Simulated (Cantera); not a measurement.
Feed: 1 mol BF3, 1 mol NH3, 0.33 mol N2, held at 1348 K and 23.0 mbar.

Equilibrium computed with Cantera from the NASA thermochemical tables; the gas is ideal and each condensed phase is pure. Candidate condensed phases: B, BN; 31 gas species. The tables' values for BF2 are old estimates; treat these amounts as uncertain. Equilibrium is a limit: real reactors are often held back by kinetics, nucleation or transport.

Base state: H2 0.435, BF3 0.290, N2 0.245, HF 0.0291, BHF2 0.00110, BF2 0.000202, H 1.01e-5 (mole fractions); condensed: BN(s).

What changes in the equilibrium state with this change: 0.058 mol Cl2 added?


```csv
species,before,after
H2,0.435,0.411
BF3,0.290,0.285
N2,0.245,0.240
HCl,0,0.0342
HF,0.0291,0.0280
BHF2,0.00110,0.00106
H,1.01e-5,9.78e-6
"BN(s), mol",0.0308,0.0302
```
Further candidate phases: NH4Cl.

What changes in the equilibrium state with this change: temperature from 1348 K to 1423.15 K?


| species | before | after |
|---|---|---|
| H2 | 0.435 | 0.433 |
| BF3 | 0.290 | 0.288 |
| N2 | 0.245 | 0.244 |
| HF | 0.0291 | 0.0320 |
| BF2 | 0.000202 | 0.000645 |
| H | 1.01e-5 | 2.89e-5 |
| BHF2 | 0.00110 | 0.00176 |
| BN(s), mol | 0.0308 | 0.0329 |
